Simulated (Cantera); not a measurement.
Cantera run:

```python
import numpy as np
import cantera as ct

gas_names = """
    C CN CO CO2 C2 CCN CNC C2N2 C2O C3 C3O2 C4 C4N2 C5 Cu CuO Cu2 N NCO NO NO2 NO3 N2 N2O O O2 O3
""".split()
cond_names = """
    C(gr) Cu(cr) Cu(L) CuO(s) Cu2O(s) Cu2O(L)
""".split()


# ... load() reads the species with a 1 bar reference pressure and builds the phases ...
atoms = {
    'CuO': {'Cu': 1, 'O': 1},
    'C': {'C': 1},
    'N2': {'N': 2},
}
top_T = {'C(gr)': 4500, 'CuO(s)': 1390}  # K; cautious upper limits of use, not melting points


# ... equilibrate(T, P, feed) seeds the gas with the atoms and calls Mixture.equilibrate('TP', solver="vcs", rtol=1e-11, max_steps=5000) ...
results = []
T = 1600  # K
P = 133.322  # Pa
for m in [0.54, 0.67, 0.84, 1, 1.3, 1.6, 2, 2.5]:
    feed = {'CuO': 1, 'C': m, 'N2': 0.14}  # mol
    mix = equilibrate(T, P, feed)
    results.append((T, P, feed, dict(zip(mix.species_names, mix.species_moles))))

top = {s: max(r[3][s] / sum(r[3][g] for g in gas_names) for r in results) for s in gas_names}
cols = sorted((s for s in top if top[s] > 0.0001), key=lambda s: -top[s])[:7]
seen = [c for c in cond_names if any(r[3].get(c, 0) > 1e-12 for r in results)]
print("log10 of partial pressures in bar; condensed amounts in mol")
print(f"{'n(C)':>10s}" + "".join(f"{s[:9]:>10s}" for s in cols + seen))
for T, P, feed, n in results:
    ng = sum(n[g] for g in gas_names)
    print(f"{feed['C']:10.4g}" + "".join(f"{np.log10(max(n[s] / ng * P / 1e5, 1e-99)):10.3f}" for s in cols)
          + "".join(f"{n.get(c, 0):10.4g}" for c in seen))
```

Result:

```
log10 of partial pressures in bar; condensed amounts in mol
      n(C)        CO       CO2        N2        Cu     C(gr)     Cu(L)
      0.54    -3.818    -3.058    -3.575    -4.401         0    0.9791
      0.67    -3.265    -3.278    -3.651    -4.401         0    0.9751
      0.84    -3.047    -3.675    -3.733    -4.401         0    0.9698
         1    -2.945    -9.427    -3.799    -4.401 3.163e-07    0.9649
       1.3    -2.945    -9.427    -3.799    -4.401       0.3    0.9649
       1.6    -2.945    -9.427    -3.799    -4.401       0.6    0.9649
         2    -2.945    -9.427    -3.799    -4.401         1    0.9649
       2.5    -2.945    -9.427    -3.799    -4.401       1.5    0.9649
```

These are equilibrium values from Cantera (NASA tables, ideal gas, pure condensed phases), not measurements of a reactor.
